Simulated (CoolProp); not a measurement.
Hexamethyldisiloxane (MM) at several states: Z from the reference equation and from simpler models built on Tc = 245.6 °C, pc = 1.931 MPa, ω = 0.418; each cubic takes its own stable root.

The numbers come from the reference Helmholtz-energy equation of state, Thol 2016 in CoolProp.

```json
[
 {"T (°C)": "178.75", "p (MPa)": "10.2", "phase": "liquid", "reference": "0.7105", "van der Waals": "1.019", "Redlich-Kwong": "0.7598"},
 {"T (°C)": "332.85", "p (MPa)": "0.207", "phase": "gas", "reference": "0.9781", "van der Waals": "0.9780", "Redlich-Kwong": "0.9767"},
 {"T (°C)": "-63.15", "p (MPa)": "1.58", "phase": "liquid", "reference": "0.1726", "van der Waals": "0.2914", "Redlich-Kwong": "0.1964"},
 {"T (°C)": "142.55", "p (MPa)": "3.6", "phase": "liquid", "reference": "0.2660", "van der Waals": "0.4131", "Redlich-Kwong": "0.2990"},
 {"T (°C)": "316.25", "p (MPa)": "2.9", "phase": "supercritical", "reference": "0.6334", "van der Waals": "0.5241", "Redlich-Kwong": "0.5700"}
]
```
